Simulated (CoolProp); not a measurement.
Properties of fluorine along the isobar 1.01 bar (Tc = 144.4 K, pc = 52.40 bar, ω = 0.045).

Values from CoolProp's reference Helmholtz-energy equation of state, de Reuck 1990.

```
T (K)  phase       Z  isothermal compressibility (1/MPa)  expansivity (1/kK)
-----  -----  ------  ----------------------------------  ------------------
118.5    gas  0.9882                               10.02               8.760
133.6    gas  0.9919                               9.982               7.678
148.8    gas  0.9943                               9.958               6.844
163.9    gas  0.9958                               9.943               6.184
179      gas  0.9968                               9.933               5.645
194.1    gas  0.9976                               9.925               5.194
209.3    gas  0.9981                               9.920               4.809
224.4    gas  0.9985                               9.915               4.480
239.5    gas  0.9989                               9.912               4.194
254.6    gas  0.9991                               9.910               3.942
269.8    gas  0.9993                               9.908               3.718
284.9    gas  0.9995                               9.906               3.520
300      gas  0.9996                               9.905               3.341
```
